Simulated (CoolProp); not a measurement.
Vapour-liquid equilibrium of propylene (1) + R142b (2) at 263.7 K; x and y are mole fractions of (1).

Computed with CoolProp (multi-fluid Helmholtz-energy mixture model, Lemmon 2013 and Lemmon 2006; pair parameters Bell 2016).

```csv
x,bubble pressure (MPa),y at the bubble point,dew pressure at overall composition x (MPa),liquid density (mol/L)
0.05,0.1200,0.201,0.1043,11.94
0.2,0.1795,0.539,0.1198,12.14
0.35,0.2354,0.704,0.1406,12.33
0.5,0.2862,0.803,0.1699,12.54
0.65,0.3325,0.872,0.2139,12.75
0.8,0.3764,0.929,0.2844,12.97
0.95,0.4205,0.982,0.3941,13.22
```

No azeotrope shows between x = 0.05 and 0.95.

Pair parameters are fitted to limited data, so mixtures are less certain than the pure fluids.
